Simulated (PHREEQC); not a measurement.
NaOH is added in steps, without added water, to 1 kg of water holding 0.093 mol/kgw AlCl3, at 25 °C. Oxygen alone is held at its pressure in air (log pO2 = -0.68). No CO2 enters from the air. The run lets Gibbsite, Halite precipitate or redissolve, and no other solid.

Base run: PHREEQC, ion-association model, wateq4f.dat. Each further column changes one thing. The table gives pH.

```json
[
 {"NaOH added (mol)": "0", "base": "3.28", "temperature from 25 to 20 °C": "3.35", "temperature from 25 to 60 °C": "2.83", "temperature from 25 to 80 °C": "2.58", "no solid may form": "3.28"},
 {"NaOH added (mol)": "0.02417", "base": "3.42", "temperature from 25 to 20 °C": "3.51", "temperature from 25 to 60 °C": "2.85", "temperature from 25 to 80 °C": "2.59", "no solid may form": "4.82"},
 {"NaOH added (mol)": "0.04833", "base": "3.43", "temperature from 25 to 20 °C": "3.52", "temperature from 25 to 60 °C": "2.87", "temperature from 25 to 80 °C": "2.60", "no solid may form": "5.13"},
 {"NaOH added (mol)": "0.0725", "base": "3.44", "temperature from 25 to 20 °C": "3.54", "temperature from 25 to 60 °C": "2.88", "temperature from 25 to 80 °C": "2.61", "no solid may form": "5.32"},
 {"NaOH added (mol)": "0.09667", "base": "3.46", "temperature from 25 to 20 °C": "3.55", "temperature from 25 to 60 °C": "2.90", "temperature from 25 to 80 °C": "2.63", "no solid may form": "5.49"},
 {"NaOH added (mol)": "0.1208", "base": "3.48", "temperature from 25 to 20 °C": "3.57", "temperature from 25 to 60 °C": "2.91", "temperature from 25 to 80 °C": "2.65", "no solid may form": "5.63"},
 {"NaOH added (mol)": "0.145", "base": "3.50", "temperature from 25 to 20 °C": "3.59", "temperature from 25 to 60 °C": "2.93", "temperature from 25 to 80 °C": "2.67", "no solid may form": "5.77"},
 {"NaOH added (mol)": "0.1692", "base": "3.52", "temperature from 25 to 20 °C": "3.62", "temperature from 25 to 60 °C": "2.96", "temperature from 25 to 80 °C": "2.69", "no solid may form": "5.89"},
 {"NaOH added (mol)": "0.1933", "base": "3.56", "temperature from 25 to 20 °C": "3.65", "temperature from 25 to 60 °C": "2.99", "temperature from 25 to 80 °C": "2.73", "no solid may form": "6.00"},
 {"NaOH added (mol)": "0.2175", "base": "3.60", "temperature from 25 to 20 °C": "3.69", "temperature from 25 to 60 °C": "3.04", "temperature from 25 to 80 °C": "2.77", "no solid may form": "6.10"},
 {"NaOH added (mol)": "0.2417", "base": "3.67", "temperature from 25 to 20 °C": "3.76", "temperature from 25 to 60 °C": "3.11", "temperature from 25 to 80 °C": "2.84", "no solid may form": "6.20"},
 {"NaOH added (mol)": "0.2658", "base": "3.82", "temperature from 25 to 20 °C": "3.91", "temperature from 25 to 60 °C": "3.26", "temperature from 25 to 80 °C": "3.00", "no solid may form": "6.29"},
 {"NaOH added (mol)": "0.29", "base": "11.77", "temperature from 25 to 20 °C": "11.96", "temperature from 25 to 60 °C": "10.63", "temperature from 25 to 80 °C": "10.07", "no solid may form": "6.39"}
]
```

 Away from 25 °C the constants follow the database's enthalpies or fits; those with neither stay at their 25 °C values. In at least one series the solution becomes supersaturated in solids that the run did not let form, among them Gibbsite.
